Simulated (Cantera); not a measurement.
A Cantera script and its output.

```python
import numpy as np
import cantera as ct

gas = ct.Solution("gri30.yaml", transport_model="multicomponent")
show = ['C2H2', 'H2O', 'NO']

rows = []
print(f"{'T/K':>7s}{'rho':>11s}{'cp':>10s}{'mu':>11s}{'lambda':>11s}{'Pr':>7s}" + "".join(f"{'D_' + s:>11s}" for s in show))
for T in [400, 600, 800, 1000, 1200, 1400, 1600]:
    gas.TPX = T, 1200, {'CO': 0.55, 'C2H4': 0.17, 'CH3OH': 0.72}
    Pr = gas.cp_mass * gas.viscosity / gas.thermal_conductivity
    D = [gas.mix_diff_coeffs_mole[gas.species_index(s)] for s in show]
    rows.append([gas.density, gas.cp_mass, gas.viscosity, gas.thermal_conductivity, Pr, *D])
    print(f"{T:7g}{gas.density:11.4e}{gas.cp_mass:10.1f}{gas.viscosity:11.4e}"
          f"{gas.thermal_conductivity:11.4e}{Pr:7.3f}" + "".join(f"{d:11.4e}" for d in D))
print("SI units: kg/m3, J/kg/K, Pa s, W/m/K, m2/s")
```

It prints:

```
    T/K        rho        cp         mu     lambda     Pr     D_C2H2      D_H2O       D_NO
    400 1.0836e-02    1436.3 1.5748e-05 3.0423e-02  0.743 1.9300e-03 2.6223e-03 2.4127e-03
    600 7.2238e-03    1786.8 2.2541e-05 5.3601e-02  0.751 4.0780e-03 5.7864e-03 4.9576e-03
    800 5.4179e-03    2064.2 2.8596e-05 7.8134e-02  0.755 6.8103e-03 9.9466e-03 8.1532e-03
   1000 4.3343e-03    2284.4 3.4058e-05 1.0267e-01  0.758 1.0053e-02 1.4969e-02 1.1926e-02
   1200 3.6119e-03    2451.2 3.9058e-05 1.2615e-01  0.759 1.3759e-02 2.0761e-02 1.6228e-02
   1400 3.0959e-03    2581.8 4.3691e-05 1.4853e-01  0.759 1.7894e-02 2.7258e-02 2.1023e-02
   1600 2.7089e-03    2683.3 4.8032e-05 1.6968e-01  0.760 2.2432e-02 3.4412e-02 2.6285e-02
SI units: kg/m3, J/kg/K, Pa s, W/m/K, m2/s
```

Model: GRI-Mech 3.0 (53 species, 325 reactions), integrated in Cantera. Polar gases are described roughly by these parameters. The composition is frozen, though it would react at the higher temperatures.
